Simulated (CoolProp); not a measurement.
Properties of the fluoroketone C6F12O (FK-5-1-12) along the isobar 56.2 bar (Tc = 168.7 °C, pc = 18.69 bar, ω = 0.471).

The numbers come from the reference Helmholtz-energy equation of state, McLinden 2015 in CoolProp.

| T (°C) | phase | Z | cv (kJ/(kg K)) |
|---|---|---|---|
| 41.65 | liquid | 0.4292 | 0.8956 |
| 64.75 | liquid | 0.4176 | 0.9120 |
| 87.95 | liquid | 0.4100 | 0.9318 |
| 111.05 | liquid | 0.4069 | 0.9540 |
| 134.25 | liquid | 0.4088 | 0.9781 |
| 157.35 | liquid | 0.4173 | 1.003 |
| 180.55 | supercritical | 0.4355 | 1.029 |
| 203.65 | supercritical | 0.4683 | 1.054 |
| 226.85 | supercritical | 0.5206 | 1.076 |
